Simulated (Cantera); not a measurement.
What does this Cantera script print?

```python
import numpy as np
import cantera as ct

gas_names = """
    N NO NO2 NO3 N2 N2O O O2 O3 Zr ZrN ZrO ZrO2
""".split()
cond_names = """
    Zr(a) Zr(b) Zr(L) ZrN(s) ZrN(L) ZrO2(a) ZrO2(b) ZrO2(L)
""".split()


# ... load() reads the species with a 1 bar reference pressure and builds the phases ...
atoms = {
    'Zr': {'Zr': 1},
    'N2O': {'N': 2, 'O': 1},
}
top_T = {}  # K; cautious upper limits of use, not melting points


# ... equilibrate(T, P, feed) seeds the gas with the atoms and calls Mixture.equilibrate('TP', solver="vcs", rtol=1e-11, max_steps=5000) ...
results = []
P = 0.33  # Pa
for T in [1473, 1573, 1673, 1773, 1873, 1973, 2073, 2173, 2273, 2373, 2473]:
    for m in [0.46, 0.6, 0.77, 1, 1.3, 1.7, 2.2, 2.8]:
        feed = {'Zr': 1, 'N2O': m}  # mol
        mix = equilibrate(T, P, feed)
        results.append((T, P, feed, dict(zip(mix.species_names, mix.species_moles))))

for T, P, feed, n in results:
    print(f"{T:7g} {feed['N2O']:10.4g}  " + (" + ".join(c for c in cond_names if n.get(c, 0) > 1e-12) or "gas only"))
```

It prints:

```
   1473       0.46  ZrN(s) + ZrO2(a)
   1473        0.6  ZrN(s) + ZrO2(a)
   1473       0.77  ZrN(s) + ZrO2(a)
   1473          1  ZrN(s) + ZrO2(a)
   1473        1.3  ZrN(s) + ZrO2(a)
   1473        1.7  ZrN(s) + ZrO2(a)
   1473        2.2  ZrO2(a)
   1473        2.8  ZrO2(a)
   1573       0.46  ZrN(s) + ZrO2(b)
   1573        0.6  ZrN(s) + ZrO2(b)
   1573       0.77  ZrN(s) + ZrO2(b)
   1573          1  ZrN(s) + ZrO2(b)
   1573        1.3  ZrN(s) + ZrO2(b)
   1573        1.7  ZrN(s) + ZrO2(b)
   1573        2.2  ZrO2(b)
   1573        2.8  ZrO2(b)
   1673       0.46  ZrN(s) + ZrO2(b)
   1673        0.6  ZrN(s) + ZrO2(b)
   1673       0.77  ZrN(s) + ZrO2(b)
   1673          1  ZrN(s) + ZrO2(b)
   1673        1.3  ZrN(s) + ZrO2(b)
   1673        1.7  ZrN(s) + ZrO2(b)
   1673        2.2  ZrO2(b)
   1673        2.8  ZrO2(b)
   1773       0.46  ZrN(s) + ZrO2(b)
   1773        0.6  ZrN(s) + ZrO2(b)
   1773       0.77  ZrN(s) + ZrO2(b)
   1773          1  ZrN(s) + ZrO2(b)
   1773        1.3  ZrN(s) + ZrO2(b)
   1773        1.7  ZrN(s) + ZrO2(b)
   1773        2.2  ZrO2(b)
   1773        2.8  ZrO2(b)
   1873       0.46  ZrN(s) + ZrO2(b)
   1873        0.6  ZrN(s) + ZrO2(b)
   1873       0.77  ZrN(s) + ZrO2(b)
   1873          1  ZrN(s) + ZrO2(b)
   1873        1.3  ZrN(s) + ZrO2(b)
   1873        1.7  ZrN(s) + ZrO2(b)
   1873        2.2  ZrO2(b)
   1873        2.8  ZrO2(b)
   1973       0.46  ZrN(s) + ZrO2(b)
   1973        0.6  ZrN(s) + ZrO2(b)
   1973       0.77  ZrN(s) + ZrO2(b)
   1973          1  ZrN(s) + ZrO2(b)
   1973        1.3  ZrN(s) + ZrO2(b)
   1973        1.7  ZrN(s) + ZrO2(b)
   1973        2.2  ZrO2(b)
   1973        2.8  ZrO2(b)
   2073       0.46  ZrN(s) + ZrO2(b)
   2073        0.6  ZrN(s) + ZrO2(b)
   2073       0.77  ZrN(s) + ZrO2(b)
   2073          1  ZrN(s) + ZrO2(b)
   2073        1.3  ZrN(s) + ZrO2(b)
   2073        1.7  ZrN(s) + ZrO2(b)
   2073        2.2  ZrO2(b)
   2073        2.8  ZrO2(b)
   2173       0.46  ZrN(s) + ZrO2(b)
   2173        0.6  ZrN(s) + ZrO2(b)
   2173       0.77  ZrN(s) + ZrO2(b)
   2173          1  ZrN(s) + ZrO2(b)
   2173        1.3  ZrN(s) + ZrO2(b)
   2173        1.7  ZrN(s) + ZrO2(b)
   2173        2.2  ZrO2(b)
   2173        2.8  ZrO2(b)
   2273       0.46  ZrN(s) + ZrO2(b)
   2273        0.6  ZrN(s) + ZrO2(b)
   2273       0.77  ZrN(s)
   2273          1  ZrO2(b)
   2273        1.3  ZrO2(b)
   2273        1.7  ZrO2(b)
   2273        2.2  ZrO2(b)
   2273        2.8  ZrO2(b)
   2373       0.46  ZrN(s)
   2373        0.6  ZrN(s)
   2373       0.77  ZrN(s)
   2373          1  gas only
   2373        1.3  ZrO2(b)
   2373        1.7  ZrO2(b)
   2373        2.2  ZrO2(b)
   2373        2.8  ZrO2(b)
   2473       0.46  gas only
   2473        0.6  gas only
   2473       0.77  gas only
   2473          1  gas only
   2473        1.3  ZrO2(b)
   2473        1.7  ZrO2(b)
   2473        2.2  ZrO2(b)
   2473        2.8  ZrO2(b)
```

Cantera equilibrium calculation (NASA polynomials, part measured and part estimated; ideal gas, pure solids and liquids). Mutual solubility and eutectic melting of coexisting phases are not modelled. ZrN: taken at fixed stoichiometry. Condensed phases not in the tables: solid solutions among these carbides, nitrides and lower oxides.
